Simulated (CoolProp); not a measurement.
Vapour-liquid equilibrium of acetone (1) + methanol (2) at 262.4 K; x and y are mole fractions of (1).

Computed with CoolProp (multi-fluid Helmholtz-energy mixture model, Lemmon 2006 and de Reuck 1993; pair parameters Bell 2016).

```
x     bubble pressure (MPa)  y at the bubble point  dew pressure at overall composition x (MPa)  liquid density (mol/L)
----  ---------------------  ---------------------  -------------------------------------------  ----------------------
0.05               0.002470                  0.228                                     0.002084                     [?]
0.15               0.003160                  0.447                                     0.002285                   23.00
0.25                    [?]                  0.557                                     0.002526                   21.52
0.35                    [?]                  0.627                                     0.002817                   20.19
0.45               0.004244                  0.682                                     0.003172                   18.99
0.55               0.004470                  0.731                                     0.003600                   17.92
0.65               0.004668                  0.778                                     0.004086                     [?]
0.75               0.004842                  0.829                                     0.004554                   16.06
0.85               0.004987                  0.887                                     0.004901                   15.26
0.95               0.005090                    [?]                                     0.005083                   14.53
```

**Question.** Some entries are withheld; supply them.

**Answer.** 
- 0.05, liquid density (mol/L): 24.67
- 0.25, bubble pressure (MPa): 0.003631
- 0.35, bubble pressure (MPa): 0.003974
- 0.65, liquid density (mol/L): 16.95
- 0.95, y at the bubble point: 0.957

No azeotrope shows between x = 0.05 and 0.95.

Pair parameters are fitted to limited data, so mixtures are less certain than the pure fluids.
